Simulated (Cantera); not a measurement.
Input (Python, Cantera):

```python
import numpy as np
import cantera as ct

gas = ct.Solution("gri30.yaml")
gas.TPX = 1248, 340000, {'CO': 1, 'H2': 1.9, 'CH4': 0.087, 'O2': 1.34, 'N2': 5.03}
reactor = ct.IdealGasReactor(gas, energy="on", clone=False)
net = ct.ReactorNet([reactor])
net.rtol, net.atol = 1e-08, 1e-16
show = ['CO', 'H2', 'CH4', 'CH2O', 'HCO', 'NO', 'N2O']
times = np.geomspace(6e-06, 4, 10)

steps = ct.SolutionArray(gas, extra=["t"])
rows = []
print(f"{'t/s':>10s}{'T/K':>9s}{'P/Pa':>11s}" + "".join(f"{s:>11s}" for s in show))
for t in times:
    while net.time < t:
        t_next = net.step()
        steps.append(gas.state, t=t_next)
    rows.append([np.interp(t, steps.t, y) for y in (steps.T, steps.P, *steps(*show).X.T)])
    print(f"{t:10.3e}{rows[-1][0]:9.1f}{rows[-1][1]:11.4g}" + "".join(f"{x:11.3e}" for x in rows[-1][2:]))
rate = np.gradient(steps.T, steps.t)
print("integrator steps:", len(steps.t))
if steps.T.max() > steps.T[0] + 200:
    print(f"time of steepest temperature rise: {steps.t[rate.argmax()]:.4e} s")
gas.TPX = 1248, 340000, {'CO': 1, 'H2': 1.9, 'CH4': 0.087, 'O2': 1.34, 'N2': 5.03}
gas.equilibrate("UV")
print(f"equilibrium (UV): T = {gas.T:.1f} K  " + "  ".join(f"{s} {gas[s].X[0]:.3e}" for s in show))
```

Result:

```
       t/s      T/K       P/Pa         CO         H2        CH4       CH2O        HCO         NO        N2O
 6.000e-06   1248.0    3.4e+05  1.069e-01  2.030e-01  9.297e-03  6.058e-09  6.312e-10  4.690e-15  2.417e-12
 2.662e-05   3030.6  7.522e+05  7.278e-02  3.376e-02  3.235e-13  7.182e-09  5.082e-07  8.033e-04  1.052e-06
 1.181e-04   3040.1  7.532e+05  7.283e-02  3.405e-02  4.172e-13  7.578e-09  4.861e-07  7.070e-03  1.207e-06
 5.241e-04   3034.0  7.517e+05  7.315e-02  3.445e-02  4.382e-13  7.684e-09  4.846e-07  9.635e-03  1.293e-06
 2.326e-03   3034.0  7.517e+05  7.315e-02  3.445e-02  4.383e-13  7.684e-09  4.846e-07  9.640e-03  1.293e-06
 1.032e-02   3034.0  7.517e+05  7.315e-02  3.445e-02  4.383e-13  7.684e-09  4.846e-07  9.640e-03  1.293e-06
 4.579e-02   3034.0  7.517e+05  7.315e-02  3.445e-02  4.383e-13  7.684e-09  4.846e-07  9.640e-03  1.293e-06
 2.032e-01   3034.0  7.517e+05  7.315e-02  3.445e-02  4.383e-13  7.684e-09  4.846e-07  9.640e-03  1.293e-06
 9.015e-01   3034.0  7.517e+05  7.315e-02  3.445e-02  4.383e-13  7.684e-09  4.846e-07  9.640e-03  1.293e-06
 4.000e+00   3034.0  7.517e+05  7.315e-02  3.445e-02  4.383e-13  7.684e-09  4.846e-07  9.640e-03  1.293e-06
integrator steps: 1553
time of steepest temperature rise: 1.6080e-05 s
equilibrium (UV): T = 3034.0 K  CO 7.315e-02  H2 3.445e-02  CH4 5.428e-13  CH2O 7.684e-09  HCO 4.846e-07  NO 9.640e-03  N2O 1.293e-06
```

Cantera simulation using GRI-Mech 3.0 (53 species, 325 reactions); the numbers are that mechanism's predictions, not measurements. Above 3000 K some thermodynamic fits are extrapolated.
